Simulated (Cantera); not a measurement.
A closed system holds: 1 mol Si, 1.7 mol Cl2, 17 mol H2, at 1500 K and 0.420 bar.

These are equilibrium values from Cantera (NASA tables, ideal gas, pure condensed phases), not measurements of a reactor. Candidate condensed phases: Si; 19 gas species. The tables' values for SiCl3 are old estimates; treat these amounts as uncertain. The numbers say what is thermodynamically allowed, not how fast it happens.

Base state: H2 0.869, HCl 0.0907, SiCl2 0.0304, SiCl3 0.00477, SiCl4 0.00238, SiHCl3 0.00236, SiH2Cl2 0.000373, H 2.53e-5 (mole fractions); condensed: Si(s).

Problem. What changes in the equilibrium state with this change: pressure from 0.420 bar to 0.210 bar?

Solution. 
| species | before | after |
|---|---|---|
| H2 | 0.869 | 0.865 |
| HCl | 0.0907 | 0.0946 |
| SiCl2 | 0.0304 | 0.0332 |
| SiH3Cl | 1.73e-5 | 8.97e-6 |
| SiH2Cl2 | 0.000373 | 0.000203 |
| Si(s), mol | 0.252 | 0.255 |
